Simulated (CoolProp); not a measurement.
n-perfluorohexane at several states: Z from the reference equation and from simpler models built on Tc = 448.0 K, pc = 1.742 MPa, ω = 0.497; each cubic takes its own stable root.

Model: reference Helmholtz-energy equation of state, Gao 2022, in CoolProp.

```
T (K)  p (MPa)   phase  reference
-----  -------  ------  ---------
271.7    0.392  liquid    0.03347
425.2    0.999     gas     0.6748
330.1    0.181  liquid    0.01411
196.7     8.43  liquid     0.8812
304.1    0.029     gas     0.9772
300       3.28  liquid     0.2638
```

Problem. How far does each simpler model (van der Waals, Redlich-Kwong, Soave-Redlich-Kwong, Peng-Robinson) lie from the reference over these 6 states: mean and median of the absolute difference, and the worst?

Solution. 
- van der Waals: mean 1125.7 %, median 75.5 %, worst +6510.2 % at 330.1 K and 0.181 MPa
- Redlich-Kwong: mean 1070.6 %, median 21.5 %, worst +6351.5 % at 330.1 K and 0.181 MPa
- Soave-Redlich-Kwong: mean 11.2 %, median 14.8 %, worst +18.5 % at 196.7 K and 8.43 MPa
- Peng-Robinson: mean 2.1 %, median 1.9 %, worst +5.9 % at 196.7 K and 8.43 MPa

At some of these states van der Waals, Redlich-Kwong gives the other phase, because its saturation line lies elsewhere.
